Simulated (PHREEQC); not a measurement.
Model water analysis in mg/kgw, 54 °C, pH 6.46, pe 10.1:

| constituent | mg/kgw |
|---|---|
| Na | 1540 |
| K | 77.2 |
| Ca | 221 |
| Mg | 83.6 |
| Cl | 7920 |
| S(6) as SO4 | 392 |
| Alkalinity as HCO3 | 7.66 |
| N(5) as NO3 | 13 |

Valence states are taken as typed.

Equilibrium calculation in PHREEQC: ion-association model, phreeqc.dat.

No solid was allowed to form.

### Question
Estimate the specific conductance.

### Answer
specific conductance 29800 µS/cm.

### Question
In which forms is Ca present?

### Answer
Ca+2 94 %, CaSO4 5.5 % of the Ca.

Away from 25 °C the constants follow the database's enthalpies or fits; those with neither stay at their 25 °C values.
